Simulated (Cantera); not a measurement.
What does this Cantera script print?

```python
import numpy as np
import cantera as ct

gas = ct.Solution("gri30.yaml")
gas.TPX = 1275, 101325, {'CH4': 0.013, 'O2': 0.14, 'N2': 1}
reactor = ct.IdealGasConstPressureReactor(gas, energy="off", clone=False)
net = ct.ReactorNet([reactor])
net.rtol, net.atol = 1e-08, 1e-18
show = ['CH4', 'O2', 'H', 'C2H6', 'NO2', 'OH']
times = np.geomspace(0.0005, 50, 11)

steps = ct.SolutionArray(gas, extra=["t"])
rows = []
print(f"{'t/s':>10s}{'T/K':>9s}{'P/Pa':>11s}" + "".join(f"{s:>11s}" for s in show))
for t in times:
    while net.time < t:
        t_next = net.step()
        steps.append(gas.state, t=t_next)
    rows.append([np.interp(t, steps.t, y) for y in (steps.T, steps.P, *steps(*show).X.T)])
    print(f"{t:10.3e}{rows[-1][0]:9.1f}{rows[-1][1]:11.4g}" + "".join(f"{x:11.3e}" for x in rows[-1][2:]))
rate = np.gradient(steps.T, steps.t)
print("integrator steps:", len(steps.t))
if steps.T.max() > steps.T[0] + 200:
    print(f"time of steepest temperature rise: {steps.t[rate.argmax()]:.4e} s")
gas.TPX = 1275, 101325, {'CH4': 0.013, 'O2': 0.14, 'N2': 1}
gas.equilibrate("TP")
print(f"equilibrium (TP): T = {gas.T:.1f} K  " + "  ".join(f"{s} {gas[s].X[0]:.3e}" for s in show))
```

Output:

```
       t/s      T/K       P/Pa        CH4         O2          H       C2H6        NO2         OH
 5.000e-04   1275.0  1.013e+05  1.127e-02  1.214e-01  1.719e-10  2.147e-10  1.054e-20  1.214e-09
 1.581e-03   1275.0  1.013e+05  1.127e-02  1.214e-01  9.319e-10  2.033e-08  1.159e-18  7.316e-09
 5.000e-03   1275.0  1.013e+05  1.122e-02  1.214e-01  1.463e-08  6.624e-06  2.603e-16  8.719e-08
 1.581e-02   1275.0  1.013e+05  1.965e-16  9.945e-02  8.128e-06  4.337e-22  9.951e-10  1.475e-04
 5.000e-02   1275.0  1.013e+05 -8.022e-20  9.887e-02  1.535e-08  7.442e-30  1.720e-09  2.025e-05
 1.581e-01   1275.0  1.013e+05  5.660e-21  9.887e-02  4.263e-10 -2.385e-32  7.755e-10  6.476e-06
 5.000e-01   1275.0  1.013e+05 -2.842e-20  9.887e-02  6.251e-11  1.024e-30  7.390e-10  3.434e-06
 1.581e+00   1275.0  1.013e+05  1.312e-23  9.887e-02  4.783e-11 -8.603e-39  8.062e-10  3.110e-06
 5.000e+00   1275.0  1.013e+05  1.284e-23  9.887e-02  4.640e-11  1.255e-42  8.166e-10  3.073e-06
 1.581e+01   1275.0  1.013e+05  1.249e-23  9.887e-02  4.639e-11  1.188e-42  8.206e-10  3.073e-06
 5.000e+01   1275.0  1.013e+05  1.147e-23  9.887e-02  4.639e-11  9.994e-43  8.328e-10  3.073e-06
integrator steps: 2298
equilibrium (TP): T = 1275.0 K  CH4 9.823e-37  O2 9.875e-02  H 4.640e-11  C2H6 2.903e-67  NO2 2.009e-06  OH 3.072e-06
```

Detailed kinetics in Cantera: GRI-Mech 3.0 (53 species, 325 reactions). The temperature is held fixed by assumption; the heat of reaction is taken as removed at once.
